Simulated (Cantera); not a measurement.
Input (Python, Cantera):

```python
import numpy as np
import cantera as ct

gas = ct.Solution("h2o2.yaml")
gas.TPX = 323, 11000, {'H2': 1, 'O2': 0.685, 'N2': 2.58}
flame = ct.FreeFlame(gas, width=0.19)
flame.set_refine_criteria(ratio=3, slope=0.08, curve=0.16)
flame.transport_model = "mixture-averaged"
flame.solve(loglevel=0, auto=True)
z, T = flame.grid, flame.T
thick = (T[-1] - T[0]) / np.gradient(T, z).max()
show = ['H2', 'O2', 'OH', 'H2O', 'H', 'O']
print(f"laminar burning velocity  {flame.velocity[0] * 100:.3f} cm/s")
print(f"burnt temperature         {T[-1]:.1f} K")
print(f"thermal thickness         {thick * 1e3:.4f} mm")
print(f"grid points               {len(z)}")
z0 = z[flame.heat_release_rate.argmax()]
print(f"{'z/mm':>9s}{'T/K':>9s}{'u/(m/s)':>9s}" + "".join(f"{s:>11s}" for s in show))
rows = []
for k in (-3, -2, -1.5, -1, -0.5, -0.25, 0, 0.25, 0.5, 1, 2, 4, 8):
    zz = z0 + k * thick
    rows.append([k * thick, np.interp(zz, z, T), np.interp(zz, z, flame.velocity),
                 *(np.interp(zz, z, flame.X[gas.species_index(s)]) for s in show)])
    print(f"{rows[-1][0] * 1e3:9.3f}{rows[-1][1]:9.1f}{rows[-1][2]:9.3f}" + "".join(f"{x:11.3e}" for x in rows[-1][3:]))
```

Output:

```
laminar burning velocity  159.948 cm/s
burnt temperature         2052.0 K
thermal thickness         6.3291 mm
grid points               116
     z/mm      T/K  u/(m/s)         H2         O2         OH        H2O          H          O
  -18.987    323.0    1.599  2.345e-01  1.606e-01  3.764e-18  2.128e-14  8.961e-19  1.782e-15
  -12.658    323.0    1.599  2.345e-01  1.606e-01  1.952e-16  1.649e-12  4.714e-17  9.208e-14
   -9.494    323.0    1.599  2.345e-01  1.606e-01  5.731e-15  6.838e-11  1.410e-15  2.513e-12
   -6.329    323.0    1.599  2.344e-01  1.606e-01  4.785e-12  1.460e-08  1.351e-12  2.490e-10
   -3.165    329.8    1.625  2.302e-01  1.614e-01  5.094e-06  1.460e-04  3.136e-06  5.330e-07
   -1.582    570.7    2.736  1.936e-01  1.575e-01  6.552e-04  1.890e-02  4.003e-03  9.505e-05
    0.000    987.0    4.588  1.012e-01  1.233e-01  1.653e-03  9.806e-02  2.948e-02  4.056e-03
    1.582   1257.8    5.798  3.256e-02  7.403e-02  5.336e-03  1.830e-01  4.456e-02  1.141e-02
    3.165   1385.1    6.352  2.188e-02  6.257e-02  7.436e-03  2.022e-01  3.986e-02  1.293e-02
    6.329   1520.6    6.920  2.037e-02  5.855e-02  9.551e-03  2.114e-01  2.988e-02  1.206e-02
   12.658   1658.7    7.481  1.820e-02  5.542e-02  1.124e-02  2.210e-01  1.997e-02  1.004e-02
   25.316   1786.7    7.985  1.457e-02  5.276e-02  1.191e-02  2.313e-01  1.174e-02  7.469e-03
   50.633   1896.4    8.407  1.012e-02  5.072e-02  1.125e-02  2.415e-01  5.798e-03  4.849e-03
```

Computed with Cantera and the H2/O2 subset of GRI-Mech 3.0, which has no nitrogen chemistry. Burning velocities carry a grid error of a few per cent, more on coarse grids.
